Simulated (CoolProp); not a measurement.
Saturation properties of methanol (Tc = 240.2 °C, pc = 8216 kPa, ω = 0.565).

Model: reference Helmholtz-energy equation of state, de Reuck 1993, in CoolProp.

| T (°C) | p (kPa) | vapour density (kg/m³) | enthalpy of vaporisation (kJ/kg) | liquid cp (kJ/(kg K)) | liquid viscosity (µPa s) | vapour viscosity (µPa s) |
|---|---|---|---|---|---|---|
| 37.05 | 30.91 | 0.3965 | 1150 | 2.613 | 459 | 9.99 |
| 47.85 | 50.69 | 0.6330 | 1132 | 2.692 | 399 | 10.3 |
| 58.65 | 80.18 | 0.9776 | 1112 | 2.777 | 349 | 10.6 |
| 69.45 | 122.8 | 1.466 | 1091 | 2.869 | 308 | 11.0 |
| 80.35 | 183.4 | 2.148 | 1068 | 2.969 | 273 | 11.3 |
| 91.15 | 265.7 | 3.066 | 1044 | 3.076 | 244 | 11.6 |
| 101.95 | 376.0 | 4.289 | 1017 | 3.190 | 218 | 11.9 |
| 112.75 | 520.7 | 5.895 | 987.6 | 3.314 | 196 | 12.2 |

It boils at 64.5 °C under 1 atm.

Viscosity comes from a separate model (Xiang 2006).
